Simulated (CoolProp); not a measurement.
Vapour-liquid equilibrium of R113 (1) + n-heptane (2) at 335.5 K; x and y are mole fractions of (1).

The numbers come from the multi-fluid Helmholtz-energy mixture model, Marx 1992 and Span 2003; pair parameters Bell 2016 in CoolProp.

```
x     bubble pressure, mixture model (kPa)  bubble pressure, Raoult's law (kPa)  y, mixture model  y, Raoult's law
----  ------------------------------------  -----------------------------------  ----------------  ---------------
0.05                                 39.17                                37.17             0.252            0.217
0.2                                  63.34                                56.76             0.601            0.568
0.35                                   [?]                                76.34             0.750            0.739
0.5                                  104.2                                95.92               [?]            0.840
0.65                                 121.6                                115.5               [?]            0.907
0.8                                  138.3                                135.1             0.941            0.955
0.95                                 155.3                                154.7             0.985            0.990
```

Q: Complete the blanks.

A: 
- 0.35, bubble pressure, mixture model (kPa): 84.96
- 0.5, y, mixture model: 0.835
- 0.65, y, mixture model: 0.893

The largest gap from Raoult's law is +11.6 % in bubble pressure, at x = 0.2. No azeotrope shows between x = 0.05 and 0.95.

Pair parameters are fitted to limited data, so mixtures are less certain than the pure fluids.
